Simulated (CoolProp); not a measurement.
Vapour-liquid equilibrium of R134a (1) + R236FA (2) at 239.4 K; x and y are mole fractions of (1).

The numbers come from the multi-fluid Helmholtz-energy mixture model, Tillner-Roth 1994 and Pan 2012; pair parameters Bell 2016 in CoolProp.

| x | bubble pressure (MPa) | y at the bubble point | dew pressure at overall composition x (MPa) | liquid density (mol/L) |
|---|---|---|---|---|
| 0.05 | 0.02355 | 0.146 | (withheld) | 10.29 |
| 0.15 | 0.02838 | 0.364 | 0.02362 | 10.57 |
| 0.25 | (withheld) | 0.518 | 0.02564 | 10.87 |
| 0.35 | 0.03804 | (withheld) | 0.02802 | 11.19 |
| 0.45 | 0.04291 | 0.724 | 0.03089 | 11.53 |
| 0.55 | (withheld) | (withheld) | 0.03441 | 11.88 |
| 0.65 | 0.05276 | 0.857 | 0.03882 | 12.25 |
| 0.75 | (withheld) | 0.906 | 0.04452 | 12.64 |
| 0.85 | 0.06279 | 0.948 | 0.05216 | 13.05 |
| 0.95 | 0.06784 | 0.984 | 0.06300 | (withheld) |

Q: Some entries are withheld; supply them.

A: 
- 0.05, dew pressure at overall composition x (MPa): 0.02190
- 0.25, bubble pressure (MPa): 0.03320
- 0.35, y at the bubble point: 0.634
- 0.55, bubble pressure (MPa): 0.04781
- 0.55, y at the bubble point: 0.797
- 0.75, bubble pressure (MPa): 0.05776
- 0.95, liquid density (mol/L): 13.49

No azeotrope shows between x = 0.05 and 0.95.

The pair parameters rest on a limited set of measurements; away from them the model extrapolates.
